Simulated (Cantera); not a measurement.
Input: 1 mol BF3, 0.056 mol H2O, 0.47 mol N2, equilibrated at 120 Pa.

These are equilibrium values from Cantera (NASA tables, ideal gas, pure condensed phases), not measurements of a reactor. Candidate condensed phases: B, BN, B2O3, B3O3H3, H2O; 62 gas species. The tables' values for BF2 are old estimates; treat these amounts as uncertain. Kinetics and transport are ignored.

Problem. At 2223 K, list the 4 most abundant gas species with their mole fractions, and the condensed phases.

Solution. BF3 0.577, N2 0.293, HF 0.0697, BOF 0.0349. Condensed: gas only.
